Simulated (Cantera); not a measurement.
Feed: 1 mol SiH2Cl2, 0.063 mol O3, 5.8 mol N2, held at 1.33 mbar.

Cantera equilibrium calculation (NASA polynomials, part measured and part estimated; ideal gas, pure solids and liquids). Candidate condensed phases: H2O, NH4Cl, Si, SiO2, Si2N2O, Si3N4; 47 gas species. N2 is the only nitrogen source here; it is nearly inert below about 1500 K, so the nitride shown seldom forms there in practice. Mutual solubility and eutectic melting of coexisting phases are not modelled. The tables' values for SiCl3 are old estimates; treat these amounts as uncertain. Rates play no part. All values below are at 850 °C.

Base state: N2 0.741, HCl 0.194, H2 0.0426, SiCl4 0.0206, SiCl3 0.000728, SiCl2 0.000320, SiHCl3 7.74e-5 (mole fractions); condensed: Si2N2O(s) + Si3N4(s).

Question: What changes in the equilibrium state with this change: O3 from 0.063 to 4.4 mol?

Answer: 
```json
[
 {"species": "N2", "before": "0.741", "after": "0.434"},
 {"species": "O2", "before": "<1e-9", "after": "0.414"},
 {"species": "HCl", "before": "0.194", "after": "0.131"},
 {"species": "H2", "before": "0.0426", "after": "<1e-9"},
 {"species": "SiCl4", "before": "0.0206", "after": "<1e-9"},
 {"species": "H2O", "before": "<1e-9", "after": "0.00915"},
 {"species": "Cl2", "before": "<1e-9", "after": "0.00687"},
 {"species": "Si2N2O(s), mol", "before": "0.189", "after": "0"},
 {"species": "Si3N4(s), mol", "before": "0.156", "after": "0"},
 {"species": "SiO2(β-quartz), mol", "before": "0", "after": "1.00"}
]
```

Question: What changes in the equilibrium state with this change: SiH2Cl2 replaced by SiH4?

Answer: 
| species | before | after |
|---|---|---|
| N2 | 0.741 | 0.722 |
| H2 | 0.0426 | 0.278 |
| HCl | 0.194 | 0 |
| SiCl4 | 0.0206 | 0 |
| SiCl3 | 0.000728 | 0 |
| SiCl2 | 0.000320 | 0 |
| SiHCl3 | 7.74e-5 | 0 |
| Si2N2O(s), mol | 0.189 | 0.189 |
| Si3N4(s), mol | 0.156 | 0.207 |
